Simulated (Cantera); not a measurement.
A freely propagating, adiabatic, planar premixed flame of 6.93 % CH₄, 18.2 % O₂, 74.8 % N₂, unburnt at 425 K and 6.30 bar; mixture-averaged transport, grid criteria slope 0.08 and curve 0.16, no radiation.

Detailed kinetics in Cantera: GRI-Mech 3.0 (53 species, 325 reactions). Burning velocities carry a grid error of a few per cent, more on coarse grids.

x: mole fraction of selected species; z is measured from the peak of heat release.

```csv
z (mm),T (K),u (m/s),x CH₄,x O₂,x HCN,x C₂H₆,x CH₃,x C₂H
-0.553,426,0.157,0.0692,0.182,<1e-8,?,<1e-8,<1e-8
-0.369,437,0.161,0.0686,0.182,<1e-8,?,1.03e-8,<1e-8
-0.277,467,0.172,0.0668,0.179,<1e-8,?,4.07e-8,<1e-8
-0.184,598,0.221,0.0598,0.169,1.60e-8,?,4.41e-7,<1e-8
-0.0922,1019,0.379,0.0374,0.132,8.27e-8,?,3.09e-5,<1e-8
-0.0461,1368,0.510,0.0187,0.0986,1.56e-7,?,0.000269,<1e-8
0,1709,0.637,0.00251,0.0632,2.43e-7,?,0.000372,1.67e-8
0.0461,1845,0.683,3.39e-5,0.0494,1.05e-7,<1e-8,9.28e-6,<1e-8
0.0922,1894,0.700,3.65e-7,0.0462,2.57e-8,<1e-8,1.19e-7,<1e-8
0.184,1930,0.711,<1e-8,0.0446,<1e-8,<1e-8,<1e-8,<1e-8
0.369,1946,0.716,<1e-8,0.0441,<1e-8,<1e-8,<1e-8,<1e-8
0.738,1949,0.718,<1e-8,0.0441,<1e-8,<1e-8,<1e-8,<1e-8
1.48,1950,0.718,<1e-8,0.0441,<1e-8,<1e-8,<1e-8,<1e-8
```

Complete the blanks.


- -0.553, x C₂H₆: 5.49e-8
- -0.369, x C₂H₆: 1.12e-6
- -0.277, x C₂H₆: 5.63e-6
- -0.184, x C₂H₆: 4.07e-5
- -0.0922, x C₂H₆: 0.000245
- -0.0461, x C₂H₆: 0.000357
- 0, x C₂H₆: 3.02e-5
